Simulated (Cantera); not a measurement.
Charge: 1 mol LiCl, 4 mol O₂, 0.12 mol H₂.

Equilibrium computed with Cantera from the NASA thermochemical tables; the gas is ideal and each condensed phase is pure. Candidate condensed phases: H₂O, Li, LiCl, LiH, LiOH, Li₂O; 25 gas species. Rates play no part.

Stable condensed phases, one row left out:

```
T in °C \ P in Pa
           0.10   0.56    3.2     18    100    560   3200  18000 100000
   1827       A      A      A      A      A      A      A      A      A
   1727       A      A      A      A      A      A      A      A      A
   1627       A      A      A      A      A      A      A      A      A
   1527       A      A      A      A      A      A      A      A      A
   1427       A      A      A      A      A      A      A      A      A
   1327       A      A      A      A      A      A      A      A      A
   1227       A      A      A      A      A      A      A      A      A
   1127       A      A      A      A      A      A      A      A      B
   1027       A      A      A      A      A      A      A      A      B
    927       A      A      A      A      A      A      A      B      B
    827       A      A      A      A      A      A      B      B      B
    727       A      A      A      A      A      B      B      B      B
    527       A      A      B      B      B      B      B      B      B
```

A: gas only; B: LiCl.

Question: Give the row for 627 °C.

Answer: 0.10: gas only; 0.56: gas only; 3.2: gas only; 18: gas only; 100: LiCl; 560: LiCl; 3200: LiCl; 18000: LiCl; 100000: LiCl.
